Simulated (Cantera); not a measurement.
Hydrocarbon pyrolysis for carbon deposition

An isothermal, constant-pressure homogeneous reactor starts with 1.56 % C2H6, 98.2 % H2, 0.234 % H2O, at 1223 K and 18.8 Torr.

Detailed kinetics in Cantera: GRI-Mech 3.0 (53 species, 325 reactions). GRI-Mech 3.0 stops at C3 and has no aromatics, soot or wall deposition, so with more carbon than oxygen in the feed, carbon stays in small species such as C2H2 where larger ones or solid carbon would form. Radical loss at walls, strong at low pressure, is not modelled.

```
t (s)       x C2H6   x H2    x C2H2     x C2H    x C2H4      x H     x CH2
--------  --------  -----  --------  --------  --------  -------  --------
3.00e-5     0.0156  0.982    <1e-12    <1e-12  5.38e-10  5.00e-8    <1e-12
7.17e-5     0.0156  0.982    <1e-12    <1e-12   1.27e-8  2.19e-7    <1e-12
0.000172    0.0156  0.982    <1e-12    <1e-12   2.36e-7  7.78e-7    <1e-12
0.000410    0.0156  0.982  1.17e-11    <1e-12   2.94e-6  2.27e-6  1.42e-12
0.000981    0.0155  0.982  6.75e-10    <1e-12   2.46e-5  5.84e-6  5.21e-12
0.00235     0.0154  0.982   2.71e-8    <1e-12  0.000158  1.40e-5  2.77e-11
0.00561     0.0145  0.982   8.44e-7    <1e-12  0.000845  3.12e-5  2.19e-10
0.0134      0.0110  0.981   1.89e-5    <1e-12   0.00345  6.02e-5   1.10e-9
0.0321     0.00375  0.979  0.000210  3.87e-12   0.00801  7.98e-5   1.22e-9
0.0767    0.000422  0.978  0.000791  8.99e-12   0.00958  4.90e-5  2.60e-10
0.183      5.63e-5  0.978   0.00145  6.87e-12   0.00917  2.05e-5  4.32e-11
0.439      2.45e-5  0.978   0.00207  4.70e-12   0.00854  9.79e-6  9.99e-12
1.05       1.98e-5  0.978   0.00287  4.73e-12   0.00771  7.10e-6  5.31e-12
2.51       1.61e-5  0.978   0.00424  6.60e-12   0.00630  6.72e-6  4.75e-12
6.00       1.07e-5  0.978   0.00625  9.09e-12   0.00422  6.27e-6  4.15e-12
```
x: mole fraction; the columns are a selection and need not sum to one.

Equilibrium at this temperature and pressure: C2H6 6.19e-7, H2 0.970, C2H2 0.00107, C2H <1e-12, C2H4 0.000220, H 1.89e-6, CH2 <1e-12 (gas phase only).
